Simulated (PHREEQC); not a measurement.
Model water analysis in mg/kgw, 80 °C, pH 2.01: Na 3740; K 12.5; Ca 73.4; Mg 70.4; Cl 380; S(6) as SO4 9780; Mn(2) 1.15; B 0.968.

Valence states are taken as typed.

The numbers come from PHREEQC with the Pitzer model, pitzer.dat.

Task: The ionic strength comes out as 0.219 mol/kgw. What activity coefficients do HSO4-, SO4-2, Na+, Mg+2, Ca+2 get?

Result: HSO4- 0.69, SO4-2 0.19, Na+ 0.69, Mg+2 0.16, Ca+2 0.14. Single-ion values are on the MacInnes scale.

Precipitation was switched off in this run. At this temperature some constants are extrapolated from 25 °C, and those without enthalpy data are left unchanged.
